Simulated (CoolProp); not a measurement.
Properties of carbonyl sulfide along the isobar 8200 kPa.

The numbers come from the reference Helmholtz-energy equation of state, Lemmon 2006 in CoolProp. It is a short technical equation, of lower accuracy than the large ones.

```csv
T (K),phase,cp (kJ/(kg K)),isothermal compressibility (1/MPa)
165.4,liquid,1.171,0.0006692
194.5,liquid,1.155,0.0008890
223.6,liquid,1.166,0.001209
252.7,liquid,1.199,0.001704
281.9,liquid,1.254,0.002545
311,liquid,1.341,0.004158
340.1,liquid,1.500,0.008040
369.2,liquid,1.937,0.02396
398.3,supercritical,4.994,0.4542
427.4,supercritical,1.594,0.2118
456.5,supercritical,1.228,0.1711
```

The peak of cp marks the crossing from liquid-like to gas-like fluid above the critical point.
